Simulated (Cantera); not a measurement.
Source: NASA polynomial tables (part measured, part estimated), evaluated in Cantera. Values are per mole of reaction as written; species without (g) are pure solids or liquids, kept so even where they would boil at 1 bar.

H2(g) + 2 PbO(g) → H2O2(g) + 2 Pb(g), with ΔH° = 113.5 kJ and ΔS° = -25.5 J/K at 300 K.

### Question
How far is the shortcut ΔG° ≈ ΔH°(300 K) − T·ΔS°(300 K) from the full temperature-dependent value at 1400, 1425, 1450, 1475, 1500 K?

### Answer
```tsv
T (K)	shortcut (kJ)	full (kJ)	difference (kJ)	difference in log10 K
1400	149.2	156.2	-7.0	0.26
1425	149.9	157.0	-7.1	0.26
1450	150.5	157.8	-7.3	0.26
1475	151.2	158.7	-7.5	0.27
1500	151.8	159.5	-7.7	0.27
```
The shortcut ignores the heat-capacity change of the reaction.
